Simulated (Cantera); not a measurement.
Feed: 1 mol SiH2Cl2, 22 mol N2, 25 mol NH3, held at 10.0 Torr.

Method: chemical equilibrium by Gibbs-energy minimisation in Cantera with the NASA 1993 tables (ideal gas, pure condensed phases). Candidate condensed phases: NH4Cl, Si, Si3N4; 28 gas species. Gases not in the tables: Si2H6 and higher silanes. Rates play no part.

Question: Which condensed phases are stable at each of these points (T (°C)): 677, 827, 977, 1127, 1277, 1427, 1577, 1727?

Answer: 
```
T (°C)  condensed phases  Si condensed (%)
------  ----------------  ----------------
677             Si3N4(s)             100.0
827             Si3N4(s)             100.0
977             Si3N4(s)             100.0
1127            Si3N4(s)              99.7
1277            Si3N4(s)              97.5
1427            Si3N4(s)              87.8
1577               Si(l)              75.1
1727               Si(l)              52.1
```

From 677 °C to 1427 °C the condensed part is Si3N4(s). From 1577 °C to 1727 °C the condensed part is Si(l).
